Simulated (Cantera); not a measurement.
Input: 1 mol Mg(OH)2, 1.1 mol C, 0.6 mol O2, held at 1048.15 K and 28.0 Pa.

Equilibrium computed with Cantera from the NASA thermochemical tables; the gas is ideal and each condensed phase is pure. Candidate condensed phases: C, C6H6, C7H8, C8H18, H2O, Mg, MgCO3, MgO, Mg(OH)2; 116 gas species. Kinetics and transport are ignored.

Base state: CO2 0.285, CO 0.239, H2O 0.239, H2 0.237 (mole fractions); condensed: MgO(s).

**Question.** What changes in the equilibrium state with this change: temperature from 1048.15 K to 798.15 K?

**Answer.** 
```tsv
species	before	after
CO2	0.285	0.361
H2	0.237	0.313
H2O	0.239	0.163
CO	0.239	0.163
MgO(s), mol	1.00	1.00
```
